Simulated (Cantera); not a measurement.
An adiabatic, constant-volume homogeneous reactor starts with H₂ : O₂ : N₂ = 1 : 0.238 : 2.86 (molar parts), equivalence ratio 2.1, at 1798 K and 2.60 bar. Integrator tolerance rtol = 1e-08.

Detailed kinetics in Cantera: the H2/O2 subset of GRI-Mech 3.0, which has no nitrogen chemistry. The hydrogen kinetics of GRI-Mech 3.0 are dated; newer H2 mechanisms differ, most at raised pressure.

**Question.** What does this change do: constant pressure in place of constant volume?

**Answer.** 
```tsv
quantity	before	after
time of steepest temperature rise	4.75 µs	4.78 µs
temperature at 8.00 s	2698 K	2555 K
equilibrium temperature	2698 K	2555 K
x(H₂) at 8.00 s	0.131 (gas-phase equilibrium 0.131)	0.132 (gas-phase equilibrium 0.132)
x(O₂) at 8.00 s	4.78e-5 (gas-phase equilibrium 4.78e-5)	1.95e-5 (gas-phase equilibrium 1.95e-5)
x(H₂O) at 8.00 s	0.120 (gas-phase equilibrium 0.120)	0.121 (gas-phase equilibrium 0.121)
x(HO₂) at 8.00 s	6.47e-8 (gas-phase equilibrium 6.47e-8)	2.17e-8 (gas-phase equilibrium 2.17e-8)
x(H) at 8.00 s	0.0107 (gas-phase equilibrium 0.0107)	0.00724 (gas-phase equilibrium 0.00724)
```

**Question.** What does this change do: initial temperature 1798 to 1748 K?

**Answer.** 
```tsv
quantity	before	after
time of steepest temperature rise	4.75 µs	5.38 µs
temperature at 8.00 s	2698 K	2665 K
equilibrium temperature	2698 K	2665 K
x(H₂) at 8.00 s	0.131 (gas-phase equilibrium 0.131)	0.131 (gas-phase equilibrium 0.131)
x(O₂) at 8.00 s	4.78e-5 (gas-phase equilibrium 4.78e-5)	3.57e-5 (gas-phase equilibrium 3.57e-5)
x(H₂O) at 8.00 s	0.120 (gas-phase equilibrium 0.120)	0.120 (gas-phase equilibrium 0.120)
x(HO₂) at 8.00 s	6.47e-8 (gas-phase equilibrium 6.47e-8)	4.86e-8 (gas-phase equilibrium 4.86e-8)
x(H) at 8.00 s	0.0107 (gas-phase equilibrium 0.0107)	0.00936 (gas-phase equilibrium 0.00936)
```
